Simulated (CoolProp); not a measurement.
n-butane at several states: Z from the reference equation and from simpler models built on Tc = 425.1 K, pc = 37.96 bar, ω = 0.201; each cubic takes its own stable root.

Values from CoolProp's reference Helmholtz-energy equation of state, Bücker 2006.

```tsv
T (K)	p (bar)	phase	reference
537.5	95.8	supercritical	0.6465
479.9	6.93	gas	0.9586
522.4	96	supercritical	0.5986
```

### Question
How far does each simpler model (van der Waals, Redlich-Kwong, Soave-Redlich-Kwong, Peng-Robinson) lie from the reference over these 3 states: mean and median of the absolute difference, and the worst?

### Answer
- van der Waals: mean 3.4 %, median 3.2 %, worst -7.0 % at 537.5 K and 95.8 bar
- Redlich-Kwong: mean 1.2 %, median 1.0 %, worst -2.4 % at 537.5 K and 95.8 bar
- Soave-Redlich-Kwong: mean 5.9 %, median 8.2 %, worst +9.6 % at 522.4 K and 96 bar
- Peng-Robinson: mean 1.8 %, median 1.9 %, worst +2.9 % at 522.4 K and 96 bar
